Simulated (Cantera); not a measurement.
# Adiabatic ignition

An adiabatic, constant-pressure homogeneous reactor starts with CO : H2 : O2 : N2 : H2O = 1 : 0.41 : 0.881 : 3.31 : 0.16 (molar parts), equivalence ratio 0.80, at 1325 K and 4.60 bar.

Model: GRI-Mech 3.0 (53 species, 325 reactions), integrated in Cantera. The hydrogen kinetics of GRI-Mech 3.0 are dated; newer H2 mechanisms differ, most at raised pressure.

```json
[
 {"t (s)": "1.00e-5", "T (K)": "1490", "x CO": "0.167", "x H2": "0.0362", "x O2": "0.130", "x OH": "0.00446", "x CO2": "0.00893"},
 {"t (s)": "2.36e-5", "T (K)": "2441", "x CO": "0.0639", "x H2": "0.00689", "x O2": "0.0603", "x OH": "0.0168", "x CO2": "0.124"},
 {"t (s)": "5.57e-5", "T (K)": "2692", "x CO": "0.0428", "x H2": "0.00405", "x O2": "0.0513", "x OH": "0.0142", "x CO2": "0.149"},
 {"t (s)": "0.000132", "T (K)": "2737", "x CO": "0.0381", "x H2": "0.00357", "x O2": "0.0488", "x OH": "0.0134", "x CO2": "0.154"},
 {"t (s)": "0.000311", "T (K)": "2735", "x CO": "0.0379", "x H2": "0.00356", "x O2": "0.0478", "x OH": "0.0133", "x CO2": "0.154"},
 {"t (s)": "0.000734", "T (K)": "2730", "x CO": "0.0379", "x H2": "0.00356", "x O2": "0.0461", "x OH": "0.0130", "x CO2": "0.155"},
 {"t (s)": "0.00173", "T (K)": "2724", "x CO": "0.0378", "x H2": "0.00356", "x O2": "0.0440", "x OH": "0.0127", "x CO2": "0.155"},
 {"t (s)": "0.00409", "T (K)": "2722", "x CO": "0.0377", "x H2": "0.00356", "x O2": "0.0432", "x OH": "0.0125", "x CO2": "0.155"},
 {"t (s)": "0.00965", "T (K)": "2721", "x CO": "0.0377", "x H2": "0.00356", "x O2": "0.0432", "x OH": "0.0125", "x CO2": "0.155"},
 {"t (s)": "0.0228", "T (K)": "2721", "x CO": "0.0377", "x H2": "0.00356", "x O2": "0.0432", "x OH": "0.0125", "x CO2": "0.155"},
 {"t (s)": "0.0538", "T (K)": "2721", "x CO": "0.0377", "x H2": "0.00356", "x O2": "0.0432", "x OH": "0.0125", "x CO2": "0.155"},
 {"t (s)": "0.127", "T (K)": "2721", "x CO": "0.0377", "x H2": "0.00356", "x O2": "0.0432", "x OH": "0.0125", "x CO2": "0.155"},
 {"t (s)": "0.300", "T (K)": "2721", "x CO": "0.0377", "x H2": "0.00356", "x O2": "0.0432", "x OH": "0.0125", "x CO2": "0.155"}
]
```
x: mole fraction; the columns are a selection and need not sum to one.

The time of steepest temperature rise is 10.5 µs and the temperature at 0.300 s comes out as 2721 K. The equilibrium temperature is 2721 K and the x(CO) at 0.300 s comes out as 0.0377 (gas-phase equilibrium 0.0377). The x(H2) at 0.300 s is 0.00356 (gas-phase equilibrium 0.00356) and the x(O2) at 0.300 s comes out as 0.0432 (gas-phase equilibrium 0.0432).
